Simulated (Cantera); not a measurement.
Input (Python, Cantera):

```python
import numpy as np
import cantera as ct

gas = ct.Solution("gri30.yaml")
gas.TPX = 1323, 6400, {'C2H6': 1, 'H2': 3.9, 'H2O': 0.014}
reactor = ct.IdealGasConstPressureReactor(gas, energy="off", clone=False)
net = ct.ReactorNet([reactor])
net.rtol, net.atol = 1e-08, 1e-18
show = ['C2H6', 'H2', 'C2H4', 'C2H', 'C2H2', 'CH4']
times = np.geomspace(1e-06, 100, 14)

steps = ct.SolutionArray(gas, extra=["t"])
rows = []
print(f"{'t/s':>10s}{'T/K':>9s}{'P/Pa':>11s}" + "".join(f"{s:>11s}" for s in show))
for t in times:
    while net.time < t:
        t_next = net.step()
        steps.append(gas.state, t=t_next)
    rows.append([np.interp(t, steps.t, y) for y in (steps.T, steps.P, *steps(*show).X.T)])
    print(f"{t:10.3e}{rows[-1][0]:9.1f}{rows[-1][1]:11.4g}" + "".join(f"{x:11.3e}" for x in rows[-1][2:]))
rate = np.gradient(steps.T, steps.t)
print("integrator steps:", len(steps.t))
if steps.T.max() > steps.T[0] + 200:
    print(f"time of steepest temperature rise: {steps.t[rate.argmax()]:.4e} s")
gas.TPX = 1323, 6400, {'C2H6': 1, 'H2': 3.9, 'H2O': 0.014}
gas.equilibrate("TP")
print(f"equilibrium (TP): T = {gas.T:.1f} K  " + "  ".join(f"{s} {gas[s].X[0]:.3e}" for s in show))
```

It prints:

```
       t/s      T/K       P/Pa       C2H6         H2       C2H4        C2H       C2H2        CH4
 1.000e-06   1323.0       6400  2.035e-01  7.936e-01  2.294e-10  1.040e-28  6.756e-18  5.411e-08
 4.125e-06   1323.0       6400  2.035e-01  7.936e-01  2.656e-08  7.223e-25  3.154e-15  8.901e-07
 1.701e-05   1323.0       6400  2.035e-01  7.936e-01  2.592e-06  4.057e-21  2.493e-12  1.329e-05
 7.017e-05   1323.0       6400  2.031e-01  7.936e-01  1.446e-04  3.174e-17  3.497e-09  1.461e-04
 2.894e-04   1323.0       6400  1.977e-01  7.935e-01  3.554e-03  7.073e-14  2.002e-06  1.469e-03
 1.194e-03   1323.0       6400  1.526e-01  7.909e-01  3.262e-02  1.564e-11  2.281e-04  1.883e-02
 4.924e-03   1323.0       6400  4.421e-02  7.799e-01  9.674e-02  3.304e-10  4.403e-03  7.100e-02
 2.031e-02   1323.0       6400  2.256e-03  7.786e-01  1.067e-01  5.520e-10  1.963e-02  9.020e-02
 8.377e-02   1323.0       6400  2.142e-04  7.820e-01  9.002e-02  3.123e-10  3.555e-02  8.980e-02
 3.455e-01   1323.0       6400  1.064e-04  7.873e-01  6.111e-02  4.089e-10  6.096e-02  8.812e-02
 1.425e+00   1323.0       6400  4.005e-05  7.945e-01  2.216e-02  4.937e-10  9.513e-02  8.587e-02
 5.878e+00   1323.0       6400  2.131e-05  7.963e-01  1.125e-02  4.543e-10  1.046e-01  8.558e-02
 2.424e+01   1323.0       6400  2.113e-05  7.954e-01  1.110e-02  4.471e-10  1.042e-01  8.704e-02
 1.000e+02   1323.0       6400  2.106e-05  7.924e-01  1.090e-02  4.259e-10  1.026e-01  9.185e-02
integrator steps: 1171
equilibrium (TP): T = 1323.0 K  C2H6 2.077e-05  H2 7.866e-01  C2H4 1.033e-02  C2H 3.759e-10  C2H2 9.767e-02  CH4 1.032e-01
```

Cantera simulation using GRI-Mech 3.0 (53 species, 325 reactions); the numbers are that mechanism's predictions, not measurements. GRI-Mech 3.0 stops at C3 and has no aromatics, soot or wall deposition, so with more carbon than oxygen in the feed, carbon stays in small species such as C2H2 where larger ones or solid carbon would form.
